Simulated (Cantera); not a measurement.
A closed system holds: 1 mol SiCl4, 0.15 mol O2, 13 mol N2, 0.81 mol O3, held at 1725 °C and 10000 Pa.

Cantera equilibrium calculation (NASA polynomials, part measured and part estimated; ideal gas, pure solids and liquids). The tables hold silica as quartz up to 1696 K and as liquid above; real silica turns to tridymite and cristobalite and melts near 1996 K. Kinetics and transport are ignored.

```csv
species,before,after
N2,0.754,0.772
Cl,0.215,0.218
Cl2,0.00862,0.00885
O2,0.0198,1.43e-5
SiCl4,3.06e-7,0.000448
SiCl3,6.37e-8,9.22e-5
SiCl2,1.53e-8,2.19e-5
SiO,4.45e-6,0.000166
O,0.000293,7.87e-6
NO,0.00229,6.22e-5
ClO,0.000145,3.93e-6
"SiO2(l), mol",1.000,0.988
```
Gas species are given as mole fractions.

Problem. Name the change that produced these shifts.
A) N2 from 13 to 1 mol
B) O3 from 0.81 to 0.56 mol
C) pressure from 10000 Pa to 1000 Pa
D) temperature from 1725 °C to 875 °C

Solution. B, O3 from 0.81 to 0.56 mol. The tables' values for SiCl3 are old estimates; treat these amounts as uncertain
